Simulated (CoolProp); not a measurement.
Vapour-liquid equilibrium of ethanol (1) + dimethyl carbonate (2) at 395.9 K; x and y are mole fractions of (1).

Model: multi-fluid Helmholtz-energy mixture model, Schroeder 2014 and Zhou 2011; pair parameters Bell 2016, in CoolProp.

```tsv
x	bubble pressure, mixture model (bar)	bubble pressure, Raoult's law (bar)	y, mixture model	y, Raoult's law
0.05	2.968	2.696	0.160	0.086
0.2	3.794	3.003	0.419	0.309
0.35	4.300	3.310	0.550	0.491
0.5	4.606	3.617	0.637	0.642
0.65	4.785	3.924	0.713	0.769
0.8	4.853	4.232	0.800	0.877
0.95	4.747	4.539	0.933	0.971
```

The largest gap from Raoult's law is +29.9 % in bubble pressure, at x = 0.35. y crosses x between x = 0.8 and 0.95: the model has an azeotrope there.

The pair parameters rest on a limited set of measurements; away from them the model extrapolates.
